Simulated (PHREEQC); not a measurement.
## Leach liquor: speciation

Dissolve 0.036 mol H2SO4 and 0.024 mol Li2SO4 per kg of water at 25 °C. Closed to the air; pH follows from the charge balance.

Computed with PHREEQC (ion-association model, wateq4f.dat).

Precipitation was switched off in this run.

Estimate the pH.

pH 1.51.

In which forms is Li present?

Li+ 96 %, LiSO4- 3.7 % of the Li.

Species that the database lacks are ignored.
